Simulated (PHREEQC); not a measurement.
Dissolve 6.4 mmol/kgw HNO3, 3.3 mmol/kgw AlCl3 and 17 mmol/kgw MnSO4 at 25 °C. Closed to the air; pH follows from the charge balance.

All values are PHREEQC results (ion-association model, phreeqc.dat), not measurements.

This is a speciation only: nothing precipitates in the calculation.

What pH, ionic strength, density does the model give?

pH 2.40; ionic strength 0.0585 mol/kgw; density 1.000 g/cm³.

In which forms is Mn present?

Mn+2 76 %, MnSO4 23 %, MnCl+ 1.4 % of the Mn.
